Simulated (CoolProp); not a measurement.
A Linde-Hampson liquefier for nitrogen: isothermal reversible compression at 230 K from 1 atm to 5 MPa, throttling to 1 atm, return gas leaving the recuperator 10 K below the feed. Each further row changes one setting.

Computed with CoolProp (reference Helmholtz-energy equation of state, Span 2000).

```json
[
 {"case": "as stated", "liquid yield per pass": "…", "compression work (kJ/kg of gas)": "262"},
 {"case": "high pressure 10 MPa", "liquid yield per pass": "…", "compression work (kJ/kg of gas)": "…"},
 {"case": "warm-end temperature 260 K", "liquid yield per pass": "0.010", "compression work (kJ/kg of gas)": "299"},
 {"case": "warm-end gap 15 K", "liquid yield per pass": "…", "compression work (kJ/kg of gas)": "262"}
]
```

### Question
Some entries are withheld; supply them.

### Answer

- as stated, liquid yield per pass: 0.022
- high pressure 10 MPa, liquid yield per pass: 0.071
- high pressure 10 MPa, compression work (kJ/kg of gas): 307
- warm-end gap 15 K, liquid yield per pass: 0.008
